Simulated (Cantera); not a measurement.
# Thermodynamics of aluminium nitride and oxide growth, feed Al + NH3 + N2

Input: 1 mol Al, 18 mol NH3, 27 mol N2, held at 1.00 bar.

These are equilibrium values from Cantera (NASA tables, ideal gas, pure condensed phases), not measurements of a reactor. Candidate condensed phases: Al, AlN; 13 gas species. Equilibrium is a limit: real reactors are often held back by kinetics, nucleation or transport.

From 1523 K to 2223 K the condensed part is AlN(s).

```json
[
 {"T (K)": "1523", "x N2": "0.568", "x H2": "0.432", "x H": "1.52e-5", "x Al": "1.77e-10", "n AlN(s)": "1.00"},
 {"T (K)": "1623", "x N2": "0.568", "x H2": "0.432", "x H": "4.54e-5", "x Al": "3.92e-9", "n AlN(s)": "1.00"},
 {"T (K)": "1723", "x N2": "0.568", "x H2": "0.432", "x H": "0.000120", "x Al": "6.01e-8", "n AlN(s)": "1.000"},
 {"T (K)": "1823", "x N2": "0.568", "x H2": "0.432", "x H": "0.000285", "x Al": "6.80e-7", "n AlN(s)": "1.000"},
 {"T (K)": "1923", "x N2": "0.568", "x H2": "0.432", "x H": "0.000619", "x Al": "5.96e-6", "n AlN(s)": "1.000"},
 {"T (K)": "2023", "x N2": "0.568", "x H2": "0.431", "x H": "0.00125", "x Al": "4.19e-5", "n AlN(s)": "0.997"},
 {"T (K)": "2123", "x N2": "0.567", "x H2": "0.430", "x H": "0.00235", "x Al": "0.000245", "n AlN(s)": "0.983"},
 {"T (K)": "2223", "x N2": "0.566", "x H2": "0.428", "x H": "0.00419", "x Al": "0.00122", "n AlN(s)": "0.915"}
]
```
x: gas mole fraction; n: condensed amount in mol.
